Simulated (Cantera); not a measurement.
Input (Python, Cantera) and output of one run.

```python
import numpy as np
import cantera as ct

gas_names = """
    H HO2 H2 H2O H2O2 O OH O2 O3 Ta TaO TaO2
""".split()
cond_names = """
    H2O(s) H2O(L) Ta(cr) Ta(L) Ta2O5(s) Ta2O5(L)
""".split()


# ... load() reads the species with a 1 bar reference pressure and builds the phases ...
atoms = {
    'Ta2O5': {'Ta': 2, 'O': 5},
    'H2': {'H': 2},
}
top_T = {}  # K; cautious upper limits of use, not melting points


# ... equilibrate(T, P, feed) seeds the gas with the atoms and calls Mixture.equilibrate('TP', solver="vcs", rtol=1e-11, max_steps=5000) ...
results = []
feed = {'Ta2O5': 1, 'H2': 3.9}  # mol
P = 320000  # Pa
for T in [800, 900, 1000, 1100, 1200, 1300, 1400, 1500, 1600, 1700, 1800, 1900, 2000, 2100]:
    mix = equilibrate(T, P, feed)
    results.append((T, P, feed, dict(zip(mix.species_names, mix.species_moles))))

top = {s: max(r[3][s] / sum(r[3][g] for g in gas_names) for r in results) for s in gas_names}
cols = sorted((s for s in top if top[s] > 1e-05), key=lambda s: -top[s])[:7]
seen = [c for c in cond_names if any(r[3].get(c, 0) > 1e-12 for r in results)]
print("log10 of partial pressures in bar; condensed amounts in mol")
print(f"{'T/K':>10s}" + "".join(f"{s[:9]:>10s}" for s in cols + seen))
for T, P, feed, n in results:
    ng = sum(n[g] for g in gas_names)
    print(f"{T:10.4g}" + "".join(f"{np.log10(max(n[s] / ng * P / 1e5, 1e-99)):10.3f}" for s in cols)
          + "".join(f"{n.get(c, 0):10.4g}" for c in seen))
```

Output:

```
log10 of partial pressures in bar; condensed amounts in mol
       T/K        H2       H2O         H    Ta(cr)  Ta2O5(s)  Ta2O5(L)
       800     0.505    -8.279   -11.286 2.365e-09         1         0
       900     0.505    -7.123    -9.680 3.672e-08         1         0
      1000     0.505    -6.207    -8.392 3.027e-07         1         0
      1100     0.505    -5.464    -7.335 1.675e-06         1         0
      1200     0.505    -4.850    -6.452 6.879e-06         1         0
      1300     0.505    -4.336    -5.704  2.25e-05         1         0
      1400     0.505    -3.898    -5.060 6.164e-05         1         0
      1500     0.505    -3.522    -4.502 0.0001466    0.9999         0
      1600     0.505    -3.195    -4.012 0.0003109    0.9998         0
      1700     0.505    -2.909    -3.579 0.0006006    0.9997         0
      1800     0.505    -2.657    -3.194  0.001073    0.9995         0
      1900     0.504    -2.433    -2.848  0.001798    0.9991         0
      2000     0.504    -2.233    -2.537  0.002849    0.9986         0
      2100     0.503    -2.066    -2.255  0.004187         0    0.9979
```

These are equilibrium values from Cantera (NASA tables, ideal gas, pure condensed phases), not measurements of a reactor. Mutual solubility and eutectic melting of coexisting phases are not modelled. Condensed phases not in the tables: N, O or C dissolved in the metal.
